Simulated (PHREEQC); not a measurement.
KOH is added in steps, without added water, to 1 kg of water holding 0.0015 mol CuSO4, 0.0026 mol HCl and 0.00011 mol H3BO3, at 70 °C. Oxygen is held at 0.21 atm. No CO2 enters from the air. The run lets Cu(OH)2, Brochantite, Antlerite, Atacamite, Chalcanthite precipitate or redissolve, and no other solid.

Base run: PHREEQC, ion-association model, wateq4f.dat. Each further column changes one thing. The table gives pH.

| KOH added (mol) | base | diluted 2-fold with water | CuSO4 left out | CuSO4 from 0.0015 to 0.00225 mol/kgw | no solid may form |
|---|---|---|---|---|---|
| 0 | 2.70 | 2.97 | 2.61 | 2.73 | 2.70 |
| 0.0008625 | 2.88 | 3.45 | 2.78 | 2.92 | 2.88 |
| 0.001725 | 3.19 | 5.18 | 3.08 | 3.22 | 3.19 |
| 0.002156 | 3.49 | 5.47 | 3.38 | 3.52 | 3.49 |
| 0.003019 | 4.84 | 9.05 | ___ | 4.73 | 5.62 |
| 0.003881 | 5.04 | 9.79 | 9.85 | 4.84 | 6.50 |
| 0.004744 | 5.70 | 10.05 | 10.09 | 5.02 | 7.91 |
| 0.005175 | 6.11 | 10.14 | ___ | 5.15 | 8.26 |
| 0.006038 | 9.32 | 10.27 | ___ | ___ | 9.33 |
| 0.0069 | 9.85 | 10.38 | 10.39 | ___ | 9.85 |

Task: Fill in the missing entries.

Result: 
- 0.003019, CuSO4 left out: 9.31
- 0.005175, CuSO4 left out: 10.17
- 0.006038, CuSO4 left out: 10.30
- 0.006038, CuSO4 from 0.0015 to 0.00225 mol/kgw: 5.97
- 0.0069, CuSO4 from 0.0015 to 0.00225 mol/kgw: 6.14

At this temperature some constants are extrapolated from 25 °C, and those without enthalpy data are left unchanged. The database's constant for dissolved Cu(OH)2 is higher than later reviews accept. In at least one series the solution becomes supersaturated in solids that the run did not let form, among them Cu(OH)2, Brochantite, Antlerite, Atacamite.
